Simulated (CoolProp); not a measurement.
A single-stage vapour-compression cycle with R245ca: evaporating at 277.15 K (dew point), condensing at 329.15 K (bubble point), superheat 2 K, subcooling 5 K, compressor efficiency 0.65, no pressure losses. Each further row changes one setting.

Values from CoolProp's reference Helmholtz-energy equation of state, Zhou 2016.

```tsv
case	cooling COP	pressure ratio	discharge temperature (K)	refrigerating effect (kJ/kg)	volumetric capacity (kJ/m³)
as stated	2.86	7.06	342.0	153	371
evaporating temperature 282.15 K	…	5.63	340.1	…	…
condensing temperature 324.15 K	…	6.04	336.9	160	388
subcooling 10 K	2.99	7.06	342.0	160	388
superheat 12 K	2.90	7.06	352.5	161	377
compressor efficiency 0.55	2.42	7.06	351.4	153	371
```

Problem. What belongs in the gaps?

Solution. 
- evaporating temperature 282.15 K, cooling COP: 3.30
- evaporating temperature 282.15 K, refrigerating effect (kJ/kg): 157
- evaporating temperature 282.15 K, volumetric capacity (kJ/m³): 470
- condensing temperature 324.15 K, cooling COP: 3.25
